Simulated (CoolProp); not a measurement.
Vapour-liquid equilibrium of isobutane (1) + n-butane (2) at 79.75 °C; x and y are mole fractions of (1).

The numbers come from the multi-fluid Helmholtz-energy mixture model, Bücker 2006 and Bücker 2006; pair parameters Kunz 2012 in CoolProp.

```
x      bubble pressure, mixture model (bar)  bubble pressure, Raoult's law (bar)  y, mixture model  y, Raoult's law
-----  ------------------------------------  -----------------------------------  ----------------  ---------------
0.05                                  10.22                                10.23             0.061            0.065
0.125                                 10.45                                10.47             0.150            0.160
0.2                                   10.69                                10.72             0.236            0.249
0.275                                 10.93                                10.97             0.318            0.335
0.35                                  11.17                                11.22             0.398            0.417
0.425                                 11.41                                11.47             0.476            0.495
0.5                                   11.66                                11.72             0.551            0.571
0.575                                 11.90                                11.96             0.624            0.643
0.65                                  12.16                                12.21             0.695            0.712
0.725                                 12.41                                12.46             0.764            0.778
0.8                                   12.67                                12.71             0.831            0.842
0.875                                 12.93                                12.96             0.896            0.903
0.95                                  13.19                                13.20             0.959            0.962
```

The largest gap from Raoult's law is -0.5 % in bubble pressure, at x = 0.5. No azeotrope shows between x = 0.05 and 0.95.

The pair parameters rest on a limited set of measurements; away from them the model extrapolates.
